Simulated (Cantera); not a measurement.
## Abatement and gas-phase synthesis: H2O + O2

Feed: 1 mol H2O, 1.1 mol O2, at 0.133 bar.

These are equilibrium values from Cantera (NASA tables, ideal gas, pure condensed phases), not measurements of a reactor. Candidate condensed phases: H2O; 9 gas species. The numbers say what is thermodynamically allowed, not how fast it happens.

| T (K) | x O2 | x H2O | x O | x H | x OH | x H2 | x HO2 |
|---|---|---|---|---|---|---|---|
| 1673 | 0.523 | 0.475 | 6.62e-5 | 1.63e-6 | 0.00137 | 2.72e-5 | 1.54e-6 |
| 1823 | 0.522 | 0.474 | 0.000299 | 1.30e-5 | 0.00358 | 0.000119 | 3.39e-6 |
| 1973 | 0.520 | 0.470 | 0.00107 | 7.57e-5 | 0.00806 | 0.000419 | 6.59e-6 |
| 2123 | 0.515 | 0.464 | 0.00320 | 0.000344 | 0.0161 | 0.00123 | 1.16e-5 |
| 2273 | 0.507 | 0.451 | 0.00826 | 0.00128 | 0.0290 | 0.00308 | 1.87e-5 |
| 2423 | 0.492 | 0.430 | 0.0188 | 0.00400 | 0.0479 | 0.00680 | 2.77e-5 |
| 2573 | 0.468 | 0.396 | 0.0385 | 0.0108 | 0.0727 | 0.0133 | 3.79e-5 |
| 2723 | 0.433 | 0.346 | 0.0716 | 0.0258 | 0.101 | 0.0231 | 4.72e-5 |
| 2873 | 0.383 | 0.278 | 0.122 | 0.0541 | 0.128 | 0.0353 | 5.28e-5 |
| 3023 | 0.321 | 0.198 | 0.190 | 0.0999 | 0.144 | 0.0464 | 5.18e-5 |
| 3173 | 0.251 | 0.120 | 0.272 | 0.162 | 0.143 | 0.0512 | 4.34e-5 |
| 3323 | 0.181 | 0.0605 | 0.359 | 0.229 | 0.123 | 0.0465 | 3.04e-5 |
| 3473 | 0.121 | 0.0253 | 0.439 | 0.286 | 0.0930 | 0.0353 | 1.80e-5 |
x: gas mole fraction; nothing condenses.

From 1673 K to 3473 K nothing is condensed.
